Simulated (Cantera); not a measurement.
Cantera run:

```python
import numpy as np
import cantera as ct

gas_names = [...]  # 87 gases of nasa_gas.yaml made of C, H, Si
cond_names = """
    C(gr) C6H6(L) C7H8(L) C8H18(L),n-octa Si(cr) Si(L) SiC(b)
""".split()


# ... load() reads the species with a 1 bar reference pressure and builds the phases ...
atoms = {
    'CH3SiH3': {'C': 1, 'H': 6, 'Si': 1},
    'C2H2': {'C': 2, 'H': 2},
    'H2': {'H': 2},
}
top_T = {'C(gr)': 4500, 'SiC(b)': 3050}  # K; cautious upper limits of use, not melting points


# ... equilibrate(T, P, feed) seeds the gas with the atoms and calls Mixture.equilibrate('TP', solver="vcs", rtol=1e-11, max_steps=5000) ...
results = []
feed = {'CH3SiH3': 1, 'C2H2': 1.1, 'H2': 1.8}  # mol
P = 100000  # Pa
for T in [1998, 2073, 2148, 2223, 2298, 2373, 2448, 2523]:
    mix = equilibrate(T, P, feed)
    results.append((T, P, feed, dict(zip(mix.species_names, mix.species_moles))))
    x = sorted(zip(gas.X, gas.species_names), reverse=True)
    print(f"T = {T:g} K  P = {P:g} Pa  gas = {mix.phase_moles(0):.4g} mol")
    print("   x: " + "  ".join(f"{s} {v:.3e}" for v, s in x if v > 1e-05))
    print("   condensed (mol): " + ("  ".join(f"{mix.phase(i).name} {mix.phase_moles(i):.4g}"
          for i in range(1, mix.n_phases) if mix.phase_moles(i) > 1e-12) or "none"))
```

It prints:

```
T = 1998 K  P = 100000 Pa  gas = 5.902 mol
   x: H2 9.972e-01  H 1.602e-03  C2H2,acetylene 7.559e-04  CH4 4.243e-04  CH3 1.349e-05
   condensed (mol): C(gr) 2.188  SiC(b) 0.9999
T = 2073 K  P = 100000 Pa  gas = 5.906 mol
   x: H2 9.958e-01  H 2.624e-03  C2H2,acetylene 1.220e-03  CH4 3.492e-04  CH3 1.802e-05  SiH2 1.122e-05
   condensed (mol): C(gr) 2.183  SiC(b) 0.9999
T = 2148 K  P = 100000 Pa  gas = 5.911 mol
   x: H2 9.936e-01  H 4.154e-03  C2H2,acetylene 1.903e-03  CH4 2.912e-04  CH3 2.354e-05  SiH2 2.106e-05  Si 2.007e-05
   condensed (mol): C(gr) 2.176  SiC(b) 0.9997
T = 2223 K  P = 100000 Pa  gas = 5.918 mol
   x: H2 9.903e-01  H 6.375e-03  C2H2,acetylene 2.874e-03  CH4 2.455e-04  Si 5.288e-05  SiH2 3.778e-05  CH3 3.014e-05  SiH 2.228e-05
   condensed (mol): C(gr) 2.165  SiC(b) 0.9993
T = 2298 K  P = 100000 Pa  gas = 5.928 mol
   x: H2 9.857e-01  H 9.509e-03  C2H2,acetylene 4.217e-03  CH4 2.088e-04  Si 1.307e-04  SiH2 6.511e-05  SiH 4.784e-05  CH3 3.786e-05  SiC2 1.792e-05  Si2C 1.056e-05
   condensed (mol): C(gr) 2.15  SiC(b) 0.9983
T = 2373 K  P = 100000 Pa  gas = 5.942 mol
   x: H2 9.793e-01  H 1.382e-02  C2H2,acetylene 6.025e-03  Si 3.049e-04  CH4 1.789e-04  SiH2 1.081e-04  SiH 9.766e-05  SiC2 5.370e-05  CH3 4.672e-05  Si2C 3.084e-05  C4H2 1.523e-05
   condensed (mol): C(gr) 2.129  SiC(b) 0.9963
T = 2448 K  P = 100000 Pa  gas = 5.963 mol
   x: H2 9.704e-01  H 1.961e-02  C2H2,acetylene 8.392e-03  Si 6.746e-04  SiH 1.904e-04  SiH2 1.733e-04  CH4 1.540e-04  SiC2 1.501e-04  Si2C 8.415e-05  CH3 5.663e-05  C4H2 2.992e-05  C2H 1.088e-05
   condensed (mol): C(gr) 2.103  SiC(b) 0.9919
T = 2523 K  P = 100000 Pa  gas = 5.994 mol
   x: H2 9.584e-01  H 2.721e-02  C2H2,acetylene 1.141e-02  Si 1.423e-03  SiC2 3.941e-04  SiH 3.556e-04  SiH2 2.689e-04  Si2C 2.158e-04  CH4 1.328e-04  CH3 6.745e-05  C4H2 5.617e-05  C2H 2.442e-05
   condensed (mol): C(gr) 2.071  SiC(b) 0.9826
```

Method: chemical equilibrium by Gibbs-energy minimisation in Cantera with the NASA 1993 tables (ideal gas, pure condensed phases). The feed counts by its element totals alone. Gases not in the tables: Si2H6 and higher silanes.
